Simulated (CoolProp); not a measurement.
Vapour-liquid equilibrium of n-hexane (1) + o-xylene (2) at 389.6 K; x and y are mole fractions of (1).

Model: multi-fluid Helmholtz-energy mixture model, Thol 2019 and Zhou 2012; pair parameters Bell 2016, in CoolProp.

```tsv
x	bubble pressure (kPa)	y at the bubble point	dew pressure at overall composition x (kPa)	liquid density (mol/L)
0.05	64.28	0.320	47.63	7.459
0.2	117.7	…	55.63	7.339
0.35	167.1	0.806	66.81	7.211
0.5	213.6	…	83.52	7.074
0.65	…	…	…	6.925
0.8	303.9	…	164.1	6.765
0.95	…	0.990	291.6	6.590
```

**Question.** Some entries are withheld; supply them.

**Answer.** 
- 0.2, y at the bubble point: 0.676
- 0.5, y at the bubble point: 0.876
- 0.65, bubble pressure (kPa): 258.6
- 0.65, y at the bubble point: 0.923
- 0.65, dew pressure at overall composition x (kPa): 111.1
- 0.8, y at the bubble point: 0.959
- 0.95, bubble pressure (kPa): 351.6

No azeotrope shows between x = 0.05 and 0.95.

Pair parameters are fitted to limited data, so mixtures are less certain than the pure fluids.
